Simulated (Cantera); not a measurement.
Source: NASA polynomial tables (part measured, part estimated), evaluated in Cantera. Values are per mole of reaction as written; species without (g) are pure solids or liquids, kept so even where they would boil at 1 bar.

2 Cu(OH)2 ⇌ O3(g) + Cu2O + 2 H2(g), with ΔH° = 871.8 kJ and ΔS° = 375.8 J/K at 300 K.

How far is the shortcut ΔG° ≈ ΔH°(300 K) − T·ΔS°(300 K) from the full temperature-dependent value at 1098, 1123, 1148, 1173, 1198, 1223, 1248, 1273, 1298 K?


```csv
T (K),shortcut (kJ),full (kJ),difference (kJ),difference in log10 K
1098,459.2,479.3,-20.2,0.96
1123,449.8,471.1,-21.3,0.99
1148,440.4,462.8,-22.4,1.02
1173,431.0,454.6,-23.6,1.05
1198,421.6,446.4,-24.8,1.08
1223,412.2,438.2,-26.0,1.11
1248,402.8,430.1,-27.3,1.14
1273,393.4,421.9,-28.5,1.17
1298,384.0,413.8,-29.8,1.20
```
The shortcut ignores the heat-capacity change of the reaction.
